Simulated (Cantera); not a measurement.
A closed system holds: 1 mol SiCl₄, 1.4 mol Cl₂, 2.4 mol H₂, held at 1375 K and 11.0 bar.

These are equilibrium values from Cantera (NASA tables, ideal gas, pure condensed phases), not measurements of a reactor. Candidate condensed phases: Si; 19 gas species. The tables' values for SiCl₃ are old estimates; treat these amounts as uncertain. The numbers say what is thermodynamically allowed, not how fast it happens.

Base state: HCl 0.589, H₂ 0.203, SiCl₄ 0.202, SiHCl₃ 0.00443, SiCl₃ 0.00169, SiCl₂ 6.46e-5, SiH₂Cl₂ 1.44e-5 (mole fractions); condensed: gas only.

Q: What changes in the equilibrium state with this change: Cl₂ from 1.4 to 0.74 mol?

A: 
| species | before | after |
|---|---|---|
| H₂ | 0.203 | 0.383 |
| HCl | 0.589 | 0.376 |
| SiCl₄ | 0.202 | 0.222 |
| SiHCl₃ | 0.00443 | 0.0144 |
| SiH₂Cl₂ | 1.44e-5 | 0.000139 |
| SiCl₂ | 6.46e-5 | 0.000330 |
| SiCl₃ | 0.00169 | 0.00399 |
